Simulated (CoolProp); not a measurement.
Values from CoolProp's reference Helmholtz-energy equation of state, Gao 2022.

**Question.** For n-perfluorobutane, give the phase and the density (kg/m³), cv (kJ/(kg K)), Joule-Thomson coefficient (K/MPa), isothermal compressibility (1/MPa) at 110.15 °C and 2630 kPa; 143.45 °C and 2630 kPa.

**Answer.** 
- 110.15 °C and 2630 kPa: liquid; density 997, cv 0.966, Joule-Thomson coefficient 3.15, isothermal compressibility 0.143
- 143.45 °C and 2630 kPa: supercritical; density 287, cv 0.964, Joule-Thomson coefficient 10.8, isothermal compressibility 0.684
